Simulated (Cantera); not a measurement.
Cantera run:

```python
import numpy as np
import cantera as ct

gas_names = """
    AL ALCL ALCL2 ALCL3 ALN AL2 AL2CL6 CL CL2 N N2
""".split()
cond_names = """
    AL(cr) AL(L) ALCL3(s) ALCL3(L) ALN(s)
""".split()


# ... load() reads the species with a 1 bar reference pressure and builds the phases ...
atoms = {
    'Al': {'AL': 1},
    'Cl2': {'CL': 2},
    'N2': {'N': 2},
}
top_T = {'ALN(s)': 2750}  # K; cautious upper limits of use, not melting points


# ... equilibrate(T, P, feed) seeds the gas with the atoms and calls Mixture.equilibrate('TP', solver="vcs", rtol=1e-11, max_steps=5000) ...
results = []
feed = {'Al': 1, 'Cl2': 1.2, 'N2': 8.8}  # mol
P = 120  # Pa
for T in [425, 575, 725, 875, 1025, 1175, 1325, 1475]:
    mix = equilibrate(T, P, feed)
    results.append((T, P, feed, dict(zip(mix.species_names, mix.species_moles))))
    x = sorted(zip(gas.X, gas.species_names), reverse=True)
    print(f"T = {T:g} K  P = {P:g} Pa  gas = {mix.phase_moles(0):.4g} mol")
    print("   x: " + "  ".join(f"{s} {v:.3e}" for v, s in x if v > 1e-06))
    print("   condensed (mol): " + ("  ".join(f"{mix.phase(i).name} {mix.phase_moles(i):.4g}"
          for i in range(1, mix.n_phases) if mix.phase_moles(i) > 1e-12) or "none"))
```

It prints:

```
T = 425 K  P = 120 Pa  gas = 9.105 mol
   x: N2 9.556e-01  AL2CL6 4.343e-02  ALCL3 9.983e-04
   condensed (mol): ALN(s) 0.2
T = 575 K  P = 120 Pa  gas = 9.361 mol
   x: N2 9.294e-01  ALCL3 5.571e-02  AL2CL6 1.488e-02
   condensed (mol): ALN(s) 0.2
T = 725 K  P = 120 Pa  gas = 9.498 mol
   x: N2 9.160e-01  ALCL3 8.387e-02  AL2CL6 1.795e-04
   condensed (mol): ALN(s) 0.2
T = 875 K  P = 120 Pa  gas = 9.5 mol
   x: N2 9.158e-01  ALCL3 8.420e-02  AL2CL6 6.227e-06
   condensed (mol): ALN(s) 0.2
T = 1025 K  P = 120 Pa  gas = 9.5 mol
   x: N2 9.158e-01  ALCL3 8.420e-02  ALCL2 1.346e-05
   condensed (mol): ALN(s) 0.2
T = 1175 K  P = 120 Pa  gas = 9.502 mol
   x: N2 9.157e-01  ALCL3 8.397e-02  ALCL2 3.138e-04  ALCL 4.410e-05
   condensed (mol): ALN(s) 0.1987
T = 1325 K  P = 120 Pa  gas = 9.54 mol
   x: N2 9.134e-01  ALCL3 8.075e-02  ALCL2 3.452e-03  ALCL 2.426e-03  CL 6.683e-06
   condensed (mol): ALN(s) 0.1736
T = 1475 K  P = 120 Pa  gas = 9.801 mol
   x: N2 8.979e-01  ALCL3 6.467e-02  ALCL 2.392e-02  ALCL2 1.345e-02  CL 6.888e-05
   condensed (mol): none
```

Equilibrium computed with Cantera from the NASA thermochemical tables; the gas is ideal and each condensed phase is pure. The tables' values for AlCl2 are old estimates; treat these amounts as uncertain.
